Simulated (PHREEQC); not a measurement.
# Acid mine or pickling water: speciation

Model water analysis in mmol/kgw, 25 °C, pH 3.28, pe 10.5: Na 6.75; K 0.725; Ca 3.02; Mg 0.755; Cl 4.43; S(6) 5.97; Si 0.272.

Na is adjusted to close the charge balance.
Valence states are taken as typed.

All values are PHREEQC results (ion-association model, phreeqc.dat), not measurements.

This is a speciation only: nothing precipitates in the calculation.

### Question
Estimate the ionic strength.

### Answer
ionic strength 0.0221 mol/kgw.

### Question
In which forms is Na present?

### Answer
Na+ 99 %, NaSO4- 1.4 % of the Na.

The solution is supersaturated, for example in Quartz (slow to form), so a real one may precipitate; this is no full list.
